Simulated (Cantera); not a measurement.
A closed system holds: 1 mol SiHCl3, a varied amount of H2, at 1923.15 K and 2.70 mbar.

Cantera equilibrium calculation (NASA polynomials, part measured and part estimated; ideal gas, pure solids and liquids). Candidate condensed phases: Si; 19 gas species. The tables' values for SiCl, SiCl3 are old estimates; treat these amounts as uncertain. Gases not in the tables: Si2H6 and higher silanes. Kinetics and transport are ignored.

x: gas mole fraction; n: condensed amount in mol.

```
n(H2) (mol)   x H2   x HCl   x SiCl2     x H     x Si  n Si(l)
-----------  -----  ------  --------  ------  -------  -------
2.3          0.516   0.237     0.219  0.0130  0.00482        0
4                ?       ?         ?  0.0145  0.00629        ?
6.8          0.730   0.155    0.0870  0.0155  0.00629    0.136
12           0.811   0.117    0.0447  0.0163  0.00629    0.240
20           0.865       ?         ?  0.0169  0.00629        ?
35           0.906  0.0583   0.00986  0.0173  0.00629    0.342
59           0.932  0.0388   0.00424  0.0175  0.00629    0.282
100          0.948  0.0248   0.00171  0.0177  0.00629   0.0845
170          0.961  0.0158  0.000512  0.0178  0.00473        0
```

### Question
Fill in the missing entries.

### Answer

- 4, x H2: 0.636
- 4, x HCl: 0.189
- 4, x SiCl2: 0.147
- 4, n Si(l): 0.0363
- 20, x HCl: 0.0863
- 20, x SiCl2: 0.0226
- 20, n Si(l): 0.313
